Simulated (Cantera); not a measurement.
Input: 1 mol SiC, 0.073 mol CO₂, 21 mol N₂, 1.1 mol N₂O, held at 1948.15 K and 0.310 bar.

Equilibrium computed with Cantera from the NASA thermochemical tables; the gas is ideal and each condensed phase is pure. Candidate condensed phases: C, Si, SiC, SiO₂, Si₂N₂O, Si₃N₄; 34 gas species. Mutual solubility and eutectic melting of coexisting phases are not modelled. Rates play no part.

Base state: N₂ 0.956, CO 0.0342, SiO 0.00957, Si 1.97e-5 (mole fractions); condensed: SiC(s) + Si₂N₂O(s).

### Question
What changes in the equilibrium state with this change: temperature from 1948.15 K to 1100 K?

### Answer
```tsv
species	before	after
N₂	0.956	0.994
CO	0.0342	0.00575
SiO	0.00957	<1e-9
Si	1.97e-5	<1e-9
SiC(s), mol	0.291	0
Si₂N₂O(s), mol	0.245	0.293
C(graphite), mol	0	0.947
SiO₂(β-quartz), mol	0	0.413
```

### Question
What changes in the equilibrium state with this change: temperature from 1948.15 K to 1723.15 K?

### Answer
```json
[
 {"species": "N₂", "before": "0.956", "after": "0.967"},
 {"species": "CO", "before": "0.0342", "after": "0.0333"},
 {"species": "SiO", "before": "0.00957", "after": "0.000144"},
 {"species": "Si", "before": "1.97e-5", "after": "5.20e-8"},
 {"species": "SiC(s), mol", "before": "0.291", "after": "0"},
 {"species": "Si₂N₂O(s), mol", "before": "0.245", "after": "0.498"},
 {"species": "C(graphite), mol", "before": "0", "after": "0.329"}
]
```
